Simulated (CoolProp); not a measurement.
C2F6 (R116) at 187.97 K and 0.0187 MPa is compressed adiabatically to 0.0381 MPa with isentropic efficiency 0.85. Each further row changes one setting.

The numbers come from the reference Helmholtz-energy equation of state, Lemmon 2006 in CoolProp. It is a short technical equation, of lower accuracy than the large ones.

```json
[
 {"case": "as stated", "work (kJ/kg)": "9.73", "final temperature (K)": "204.8", "final density (kg/m³)": "3.13"},
 {"case": "efficiency 1", "work (kJ/kg)": "8.27", "final temperature (K)": "202.4", "final density (kg/m³)": "3.17"},
 {"case": "efficiency 0.65", "work (kJ/kg)": "12.7", "final temperature (K)": "209.7", "final density (kg/m³)": "3.06"}
]
```
